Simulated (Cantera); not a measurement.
Input (Python, Cantera) and output of one run.

```python
import numpy as np
import cantera as ct

gas_names = """
    C CH CH2 CH3 CH2OH CH3O CH4 CH3OH CN CO CO2 COOH C2 C2H CHCO,ketyl C2H2,acetylene C2H2,vinylidene
    CH2CO,ketene C2H3,vinyl CH3CN CH3CO,acetyl C2H4 C2H4O,ethylen CH3CHO,ethanal CH3COOH (HCOOH)2 C2H5
    C2H6 CH3OCH3 C2H5OH CCN CNC C2N2 C2O C3 C3H3,propargyl C3H4,allene C3H4,propyne C3H4,cyclo-
    C3H5,allyl C3H6,propylene C3H6,cyclo- C3H6O C3H7,n-propyl C3H7,i-propyl C3H8 C3H8O,1propanol
    C3H8O,2propanol C3O2 C4 C4H2 C4H4,1,3-cyclo- C4H6,butadiene C4H6,2-butyne C4H6,cyclo- C4H8,1-butene
    C4H8,cis2-buten C4H8,tr2-butene C4H8,isobutene C4H8,cyclo- (CH3COOH)2 C4H9,n-butyl C4H9,i-butyl
    C4H9,s-butyl C4H9,t-butyl C4H10,isobutane C4H10,n-butane C4N2 C5 C5H6,1,3cyclo- C5H8,cyclo-
    C5H10,1-pentene C5H10,cyclo- C5H11,pentyl C5H11,t-pentyl C5H12,n-pentane C5H12,i-pentane
    CH3C(CH3)2CH3 C6H2 C6H5,phenyl C6H5O,phenoxy C6H6 C6H5OH,phenol C6H10,cyclo- C6H12,1-hexene
    C6H12,cyclo- C6H13,n-hexyl C7H7,benzyl C7H8 C7H8O,cresol C7H14,1-heptene C7H15,n-heptyl
    C7H16,n-heptane C8H8,styrene C8H10,ethylbenz C8H16,1-octene C8H17,n-octyl C8H18,isooctane
    C8H18,n-octane C9H19,n-nonyl C10H8,naphthale C10H21,n-decyl C12H9,o-bipheny C12H10,bipheny H HCN HCO
    HCCN HNC HNCO HNO HNO2 HNO3 HO2 H2 HCHO,formaldehy HCOOH H2O H2O2 N NCO NH NH2 NH3 NH2OH NO NO2 NO3
    N2 N2H2 N2H4 N2O O OH O2 O3
""".split()
cond_names = """
    C(gr) C6H6(L) C7H8(L) C8H18(L),n-octa H2O(s) H2O(L)
""".split()


def load(file, names, dense=False):
    # The tables refer to 1 bar. Condensed volumes are neglected.
    table = {s.name: s for s in ct.Species.list_from_file(file)}
    out = []
    for n in names:
        d = dict(table[n].input_data)
        d["thermo"] = dict(d["thermo"], **{"reference-pressure": 1e5})
        if dense:
            d["equation-of-state"] = {"model": "constant-volume", "density": "1e6 g/cm^3"}
        out.append(ct.Species.from_dict(d))
    return out


gas = ct.Solution(thermo="ideal-gas", species=load("nasa_gas.yaml", gas_names))
cond = {s.name: ct.Solution(thermo="fixed-stoichiometry", species=[s], name=s.name)
        for s in load("nasa_condensed.yaml", cond_names, dense=True)}
atoms = {
    'CH4': {'C': 1, 'H': 4},
    'H2O': {'H': 2, 'O': 1},
    'N2': {'N': 2},
}
top_T = {'C(gr)': 4500}  # K; cautious upper limits of use, not melting points


def equilibrate(T, P, feed):
    n = {}
    for name, mol in feed.items():
        for a, k in atoms[name].items():
            n[a] = n.get(a, 0.0) + k * mol
    gas.TPX = T, P, n
    mass = sum(n.values()) * gas.mean_molecular_weight
    gas.equilibrate("TP")
    valid = [c for c in cond.values() if c.min_temp <= T <= top_T.get(c.name, c.max_temp)]
    mix = ct.Mixture([(gas, mass / gas.mean_molecular_weight)] + [(c, 0.0) for c in valid])
    mix.T, mix.P = T, P
    mix.equilibrate("TP", solver="vcs", rtol=1e-11, max_steps=5000)
    return mix


results = []
feed = {'CH4': 1, 'H2O': 0.03, 'N2': 2.5}  # mol
T = 648  # K
P = 190000  # Pa
mix = equilibrate(T, P, feed)
results.append((T, P, feed, dict(zip(mix.species_names, mix.species_moles))))
print(gas.report(threshold=1e-06))
for i in range(1, mix.n_phases):
    print(f"{mix.phase(i).name:16s} {mix.phase_moles(i):12.5e} mol")
```

Output:

```
       temperature   648 K
          pressure   1.9e+05 Pa
           density   0.82153 kg/m^3
  mean mol. weight   23.296 kg/kmol
   phase of matter   gas

                          1 kg             1 kmol
                     ---------------   ---------------
          enthalpy       -3.5215e+05       -8.2036e+06  J
   internal energy       -5.8342e+05       -1.3591e+07  J
           entropy            9157.3        2.1333e+05  J/K
    Gibbs function       -6.2861e+06       -1.4644e+08  J
 heat capacity c_p            1563.1             36413  J/K
 heat capacity c_v            1206.2             28098  J/K

                      mass frac. Y      mole frac. X     chem. pot. / RT
                     ---------------   ---------------   ---------------
               CH4           0.16485           0.23938           -38.209
                CO        2.7382e-05        2.2774e-05           -55.172
               CO2        8.1718e-05        4.3257e-05           -109.32
              C2H6        1.7968e-06         1.392e-06           -57.825
                H2         0.0058796          0.067942           -18.594
               H2O         0.0062651         0.0081016           -72.745
               NH3        0.00039246        0.00053683             -39.7
                N2            0.8225           0.68398           -23.617
     [ +128 minor]         9.117e-10         6.902e-10

C(gr)             1.25146e-01 mol
```

Method: chemical equilibrium by Gibbs-energy minimisation in Cantera with the NASA 1993 tables (ideal gas, pure condensed phases).
